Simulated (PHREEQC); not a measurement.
Model water analysis in mg/L, 50 °C, pH 6.31, pe 9.1:

```
constituent          mg/L
------------------  -----
Na                   20.1
K                   0.983
Ca                   9.59
Mg                   2.09
Cl                   3.97
S(6) as SO4           1.6
Alkalinity as HCO3   81.1
Ni                  0.857
```

Valence states are taken as typed.

Model: ion-association model, wateq4f.dat, run in PHREEQC.

Precipitation was switched off in this run.

Order these S species by the share of S that they hold, largest first: MgSO4, NaSO4-, CaSO4, SO4-2.

SO4-2 (94 %), CaSO4 (3.7 %), MgSO4 (2.3 %), NaSO4- (0.39 %)

Order these C species by the share of C that they hold, largest first: CO2, HCO3-, CaHCO3+, NiCO3.

HCO3- (52 %), CO2 (47 %), NiCO3 (0.28 %), CaHCO3+ (0.16 %)

The pH is 6.31 and the ionic strength 0.00185 mol/kgw. Species that the database lacks are ignored. Away from 25 °C the constants follow the database's enthalpies or fits; those with neither stay at their 25 °C values. The database's nickel carbonate constants are estimates that later reviews lower a good deal.
